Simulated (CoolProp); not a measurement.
A closed Brayton cycle with carbon dioxide: compressor inlet 312.15 K and 7.8 MPa, high pressure 16.8 MPa, turbine inlet 900 K, compressor efficiency 0.8, turbine efficiency 0.85, recuperator effectiveness 0.8 (on enthalpy, no pinch check). Each further row changes one setting.

Values from CoolProp's reference Helmholtz-energy equation of state, Span 1996.

```csv
case,thermal efficiency (%),net work (kJ/kg),compressor to turbine work,compressor exit (K),turbine exit (K)
as stated,(withheld),73.5,0.31,369.2,807.9
turbine inlet 850 K,(withheld),(withheld),(withheld),369.2,761.2
compressor inlet 322.15 K,24.9,(withheld),0.38,387.7,807.9
high pressure 14.3 MPa,(withheld),(withheld),0.29,356.9,826.8
recuperator effectiveness 0.5,16.7,73.5,0.31,369.2,807.9
```

Question: Some entries are withheld; supply them.

Answer: 
- as stated, thermal efficiency (%): 25.7
- turbine inlet 850 K, thermal efficiency (%): 25.0
- turbine inlet 850 K, net work (kJ/kg): 67.1
- turbine inlet 850 K, compressor to turbine work: 0.33
- compressor inlet 322.15 K, net work (kJ/kg): 66.2
- high pressure 14.3 MPa, thermal efficiency (%): 22.8
- high pressure 14.3 MPa, net work (kJ/kg): 60.0
